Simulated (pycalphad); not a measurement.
Source of the numbers: pycalphad with the COST 507 light-alloy database (1999); pressure 1 atm. No gas phase is included, though pure Mg would boil below 1650 K. The database dates from 1999; later assessments differ in places, in temperatures and in the compounds included. Kinetics are ignored, which matters at the lower temperatures.

Molar enthalpy of Al-1.177Si-0.8923Mg (wt.%) in equilibrium (SER reference):

```
T (K)  H (kJ/mol)                       phases
-----  ----------  ---------------------------
1650        51.74                       LIQUID
1575        49.36                       LIQUID
1500        46.98                       LIQUID
1425        44.60                       LIQUID
1350        42.22                       LIQUID
1275        39.84                       LIQUID
1200        37.46                       LIQUID
1125        35.08                       LIQUID
1050        32.70                       LIQUID
975         30.32                       LIQUID
950         29.53                       LIQUID
925         28.74                       LIQUID
900         19.68              FCC_A1 + LIQUID
825         15.04               FCC_A1 + MG2SI
800         14.14               FCC_A1 + MG2SI
750         12.38  FCC_A1 + MG2SI + DIAMOND_A4
675          9.93  FCC_A1 + MG2SI + DIAMOND_A4
600          7.67  FCC_A1 + MG2SI + DIAMOND_A4
525          5.55  FCC_A1 + MG2SI + DIAMOND_A4
450          3.53  FCC_A1 + MG2SI + DIAMOND_A4
375          1.59  FCC_A1 + MG2SI + DIAMOND_A4
```

Cooling from 925 K to 825 K, across the freezing range, releases 13.7 kJ/mol, or 508 J/g. The slope is 32 J/(mol K) in the liquid and 36 J/(mol K) just below the solidus, where it includes any heat of precipitation. Liquidus 922 K, solidus 840 K. Changes were sought between steps of 25 K, so a narrower field can be missed.

Database names, with the compositions (at.%) that they take in these runs: MG2SI: Mg 67 Si 33. FCC_A1 is fcc; DIAMOND_A4 is diamond (Si).
